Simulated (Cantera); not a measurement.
A closed system holds: 1 mol SiC, 0.48 mol H2O, 1.3 mol H2, held at 1.00 bar.

These are equilibrium values from Cantera (NASA tables, ideal gas, pure condensed phases), not measurements of a reactor. Candidate condensed phases: C, C6H6, C7H8, C8H18, H2O, Si, SiC, SiO2; 123 gas species. Mutual solubility and eutectic melting of coexisting phases are not modelled. The tables hold silica as quartz up to 1696 K and as liquid above; real silica turns to tridymite and cristobalite and melts near 1996 K. Gases not in the tables: Si2H6 and higher silanes. Equilibrium is a limit: real reactors are often held back by kinetics, nucleation or transport.

**Question.** At 1873 K, list the 4 most abundant gas species with their mole fractions, and the condensed phases.

**Answer.** H2 0.855, CO 0.0938, SiO 0.0509, H 0.000597. Condensed: SiC(s) + SiO2(condensed).
